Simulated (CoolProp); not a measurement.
Properties of 1-butene along the isotherm 280 K (Tc = 419.3 K, pc = 40.06 bar, ω = 0.192).

The numbers come from the reference Helmholtz-energy equation of state, Lemmon 2005 in CoolProp. It is a short technical equation, of lower accuracy than the large ones.

| p (bar) | phase | cv (kJ/(kg K)) | Joule-Thomson coefficient (K/MPa) | expansivity (1/kK) | fugacity coefficient |
|---|---|---|---|---|---|
| 5.01 | liquid | 1.520 | -0.3357 | ___ | 0.3146 |
| 10 | liquid | 1.520 | -0.3391 | ___ | 0.1608 |
| 15 | liquid | 1.521 | -0.3424 | 1.914 | 0.1093 |
| 20 | liquid | 1.521 | -0.3456 | ___ | 0.08361 |
| 25 | liquid | 1.521 | -0.3487 | 1.883 | 0.06822 |
| 30 | liquid | 1.521 | -0.3518 | 1.869 | 0.05797 |
| 35.1 | liquid | 1.521 | -0.3548 | 1.854 | ___ |
| 40.1 | liquid | 1.521 | -0.3577 | 1.841 | 0.04512 |
| 45.1 | liquid | 1.521 | -0.3605 | ___ | 0.04091 |
| 50.1 | liquid | 1.522 | -0.3632 | 1.814 | 0.03755 |
| 55.1 | liquid | 1.522 | -0.3659 | 1.801 | 0.03482 |
| 60.1 | liquid | 1.522 | -0.3685 | 1.788 | 0.03255 |

Question: What belongs in the gaps?

Answer: 
- 5.01, expansivity (1/kK): 1.946
- 10, expansivity (1/kK): 1.930
- 20, expansivity (1/kK): 1.898
- 35.1, fugacity coefficient: 0.05055
- 45.1, expansivity (1/kK): 1.827
